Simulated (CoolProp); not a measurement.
Values from CoolProp's reference Helmholtz-energy equation of state, Lemmon 2006. It is a short technical equation, of lower accuracy than the large ones.

**Question.** Give the vapour pressure (MPa), vapour density (kg/m³), liquid viscosity (µPa s) of saturated C3F8 (R218) at 253.4, 274.7, 281.8 K.

**Answer.** 
```csv
T (K),p (MPa),vapour density (kg/m³),liquid viscosity (µPa s)
253.4,0.206,20.1,331
274.7,0.436,41.9,239
281.8,0.544,52.4,215
```

Viscosity comes from a separate model (Huber 2003), an estimate that may be off by 10 % or more.
